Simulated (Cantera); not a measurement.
Charge: 1 mol H2S, 0.1 mol O2, 0.098 mol H2, 0.058 mol H2O, at 1.00 bar.

These are equilibrium values from Cantera (NASA tables, ideal gas, pure condensed phases), not measurements of a reactor. Candidate condensed phases: H2O, H2SO4, S; 19 gas species. Gases not in the tables: S3 to S7. Equilibrium is a limit: real reactors are often held back by kinetics, nucleation or transport. All values below are at 1273 K.

Base state: H2S 0.564, H2O 0.199, H2 0.132, S2 0.105, SH 0.000656, SO2 0.000220, S2O 0.000144, SO 1.28e-5 (mole fractions); condensed: gas only.

Problem. What changes in the equilibrium state with this change: pressure from 1.00 bar to 1.30 mbar?

Solution. 
| species | before | after |
|---|---|---|
| H2 | 0.132 | 0.460 |
| S2 | 0.105 | 0.261 |
| H2O | 0.199 | 0.163 |
| H2S | 0.564 | 0.113 |
| H | 2.59e-7 | 1.34e-5 |
| S | 5.92e-7 | 2.60e-5 |
| SO | 1.28e-5 | 0.000131 |
| SH | 0.000656 | 0.00194 |
| SO2 | 0.000220 | 0.000530 |
